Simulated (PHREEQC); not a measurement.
Solution (25 °C): 0.018 mmol/kgw H4SiO4. Closed to the air; pH follows from the charge balance.

Model: ion-association model, phreeqc.dat, run in PHREEQC.

Each row changes one thing in this solution. This is a speciation only: nothing precipitates in the calculation.

```
case                                       pH  ionic strength (mol/kgw)  H3SiO4- (mol/kgw)  SI of Quartz (SiO2)
---------------------------------------  ----  ------------------------  -----------------  -------------------
as made                                  6.95                   1.13e-7            2.35e-8                -0.76
diluted 2-fold with water                6.97                   1.07e-7            1.24e-8                -1.07
1.5e-06 mol/kgw SrBr2 added              6.95                   4.61e-6            2.35e-8                -0.76
diluted 10-fold with water               6.99                   1.02e-7            2.60e-9                -1.76
H4SiO4 from 1.8e-05 to 1.62e-05 mol/kgw  6.95                   1.12e-7            2.13e-8                -0.81
temperature from 25 to 15 °C             7.10                   7.98e-8            2.29e-8                -0.61
```
